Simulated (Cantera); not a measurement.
Input: 1 mol CuF2, a varied amount of H2, held at 1398 K and 7.50 Torr.

Cantera equilibrium calculation (NASA polynomials, part measured and part estimated; ideal gas, pure solids and liquids). Candidate condensed phases: Cu, CuF2; 15 gas species. Kinetics and transport are ignored.

Question: Which condensed phases are stable at each of these points (n(H2) (mol)): 0.3, 0.45, 0.65, 0.96, 1.4, 2.1, 3, 4.4, 6.5, 9.5, 14, 21, 30?

Answer: 
```json
[
 {"n(H2) (mol)": "0.3", "condensed phases": "gas only", "Cu condensed (%)": "0.0"},
 {"n(H2) (mol)": "0.45", "condensed phases": "Cu(l)", "Cu condensed (%)": "0.3"},
 {"n(H2) (mol)": "0.65", "condensed phases": "Cu(l)", "Cu condensed (%)": "34.6"},
 {"n(H2) (mol)": "0.96", "condensed phases": "Cu(l)", "Cu condensed (%)": "92.0"},
 {"n(H2) (mol)": "1.4", "condensed phases": "Cu(l)", "Cu condensed (%)": "100.0"},
 {"n(H2) (mol)": "2.1", "condensed phases": "Cu(l)", "Cu condensed (%)": "99.9"},
 {"n(H2) (mol)": "3", "condensed phases": "Cu(l)", "Cu condensed (%)": "99.9"},
 {"n(H2) (mol)": "4.4", "condensed phases": "Cu(l)", "Cu condensed (%)": "99.9"},
 {"n(H2) (mol)": "6.5", "condensed phases": "Cu(l)", "Cu condensed (%)": "99.9"},
 {"n(H2) (mol)": "9.5", "condensed phases": "Cu(l)", "Cu condensed (%)": "99.9"},
 {"n(H2) (mol)": "14", "condensed phases": "Cu(l)", "Cu condensed (%)": "99.8"},
 {"n(H2) (mol)": "21", "condensed phases": "Cu(l)", "Cu condensed (%)": "99.7"},
 {"n(H2) (mol)": "30", "condensed phases": "Cu(l)", "Cu condensed (%)": "99.6"}
]
```

At 0.3 mol H2 nothing is condensed. From 0.45 mol H2 to 30 mol H2 the condensed part is Cu(l).
